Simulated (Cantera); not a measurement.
## Si + F2 + NF3 (silicon etching in halogen gases)

Charge: 1 mol Si, a varied amount of F2, 1.1 mol NF3, at 725 K and 0.620 bar.

Cantera equilibrium calculation (NASA polynomials, part measured and part estimated; ideal gas, pure solids and liquids). Candidate condensed phases: Si, Si3N4; 16 gas species. Kinetics and transport are ignored.

```
n(F2) (mol)    x F2  x SiF4  x NF3      x N2       x F
-----------  ------  ------  -----  --------  --------
0.69         0.0183   0.594  0.122     0.265  0.000401
1.4          0.0461   0.510  0.326     0.117  0.000636
2            0.0882   0.448  0.434    0.0296  0.000881
2.7           0.252   0.356  0.390   0.00103   0.00149
3.4           0.399   0.285  0.314  0.000167   0.00187
4.1           0.499   0.238  0.261   5.95e-5   0.00209
4.7           0.561   0.208  0.229   3.20e-5   0.00222
5.4           0.616   0.182  0.200   1.84e-5   0.00233
6.1           0.659   0.161  0.177   1.18e-5   0.00241
6.8           0.694   0.145  0.159   8.20e-6   0.00247
7.4           0.718   0.133  0.146   6.26e-6   0.00251
```
x: gas mole fraction; nothing condenses.

From 0.69 mol F2 to 7.4 mol F2 nothing is condensed. The main Si-bearing gas is SiF4 throughout.
